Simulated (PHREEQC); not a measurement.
1 kg of water holding 0.62 mol Na2SO4, 0.0089 mol Na2CO3, 0.004 mol NaCl and 0.012 mol Na2B4O7 is evaporated at 30 °C; the solids stay in contact with the brine. No CO2 enters from the air. Only these solids could form: Burkeite, Halite, Mirabilite, Nahcolite, Natron, Thenardite, Trona, Borax, Boric_acid,s, NaBO2:4H2O, NaB5O8:5H2O, Teepleite.

Base run: PHREEQC, Pitzer model, pitzer.dat. Each further column changes one thing. The table gives water activity.

```
H2O removed (mol)   base  temperature from 30 to 25 °C
-----------------  -----  ----------------------------
0                  0.976                         0.976
18.01              0.966                             ?
30.18              0.951                             ?
38.4               0.929                             ?
43.95              0.899                             ?
47.7               0.891                             ?
50.23              0.849                         0.805
52.58              0.849                         0.805
53.53              0.849                         0.805
54.17              0.849                         0.805
54.6               0.849                         0.805
54.9               0.846                         0.805
55.09              0.832                         0.805
55.23              0.811                         0.805
```

Question: Fill in the missing entries.

Answer: 
- 18.01, temperature from 30 to 25 °C: 0.967
- 30.18, temperature from 30 to 25 °C: 0.952
- 38.4, temperature from 30 to 25 °C: 0.931
- 43.95, temperature from 30 to 25 °C: 0.928
- 47.7, temperature from 30 to 25 °C: 0.921
